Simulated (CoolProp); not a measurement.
Vapour-liquid equilibrium of n-pentane (1) + cyclohexane (2) at 0.14 MPa; x and y are mole fractions of (1).

Values from CoolProp's multi-fluid Helmholtz-energy mixture model, Thol 2019 and Zhou 2014; pair parameters Bell 2016.

```json
[
 {"x": "0.05", "bubble temperature (°C)": "87.0", "y at the bubble point": "0.166", "dew temperature at overall composition x (°C)": "90.5", "liquid density (mol/L)": "8.437"},
 {"x": "0.125", "bubble temperature (°C)": "80.8", "y at the bubble point": "0.353", "dew temperature at overall composition x (°C)": "88.3", "liquid density (mol/L)": "8.462"},
 {"x": "0.2", "bubble temperature (°C)": "75.6", "y at the bubble point": "…", "dew temperature at overall composition x (°C)": "86.0", "liquid density (mol/L)": "8.475"},
 {"x": "0.275", "bubble temperature (°C)": "71.1", "y at the bubble point": "0.593", "dew temperature at overall composition x (°C)": "83.5", "liquid density (mol/L)": "8.480"},
 {"x": "0.35", "bubble temperature (°C)": "67.2", "y at the bubble point": "…", "dew temperature at overall composition x (°C)": "80.9", "liquid density (mol/L)": "8.478"},
 {"x": "0.425", "bubble temperature (°C)": "63.8", "y at the bubble point": "0.739", "dew temperature at overall composition x (°C)": "78.2", "liquid density (mol/L)": "8.470"},
 {"x": "0.5", "bubble temperature (°C)": "60.8", "y at the bubble point": "0.792", "dew temperature at overall composition x (°C)": "75.2", "liquid density (mol/L)": "8.458"},
 {"x": "0.575", "bubble temperature (°C)": "58.0", "y at the bubble point": "0.836", "dew temperature at overall composition x (°C)": "72.0", "liquid density (mol/L)": "8.443"},
 {"x": "0.65", "bubble temperature (°C)": "55.5", "y at the bubble point": "0.874", "dew temperature at overall composition x (°C)": "68.5", "liquid density (mol/L)": "8.425"},
 {"x": "0.725", "bubble temperature (°C)": "53.2", "y at the bubble point": "0.907", "dew temperature at overall composition x (°C)": "64.6", "liquid density (mol/L)": "8.404"},
 {"x": "0.8", "bubble temperature (°C)": "51.1", "y at the bubble point": "0.936", "dew temperature at overall composition x (°C)": "60.3", "liquid density (mol/L)": "8.382"},
 {"x": "0.875", "bubble temperature (°C)": "49.0", "y at the bubble point": "0.962", "dew temperature at overall composition x (°C)": "55.5", "liquid density (mol/L)": "…"},
 {"x": "0.95", "bubble temperature (°C)": "47.1", "y at the bubble point": "0.986", "dew temperature at overall composition x (°C)": "50.0", "liquid density (mol/L)": "8.331"}
]
```

Task: Complete the blanks.

Result: 
- 0.2, y at the bubble point: 0.490
- 0.35, y at the bubble point: 0.674
- 0.875, liquid density (mol/L): 8.357

No azeotrope shows between x = 0.05 and 0.95.

Pair parameters are fitted to limited data, so mixtures are less certain than the pure fluids.
